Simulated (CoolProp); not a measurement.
Vapour pressure (MPa) of R11: the reference equation beside estimates from Tc = 471.1 K, pc = 4.408 MPa, ω = 0.189.

Computed with CoolProp (reference Helmholtz-energy equation of state, Jacobsen 1992).

```csv
T (K),reference,van der Waals,Redlich-Kwong
332.3,0.3061,0.9185,0.4109
345.4,0.4322,1.114,0.5629
358.6,0.5953,1.337,0.7527
371.7,0.7986,1.584,0.9814
384.9,1.051,1.861,1.257
398,1.356,2.164,1.578
411.2,1.723,2.498,1.953
424.3,2.156,2.860,2.381
437.5,2.668,3.256,2.871
450.6,3.262,3.680,3.419
463.8,3.962,4.139,4.037
```

Absolute difference from the reference over all 11 rows, mean and median: van der Waals 75.9 and 59.6 %, Redlich-Kwong 17.1 and 16.4 %.
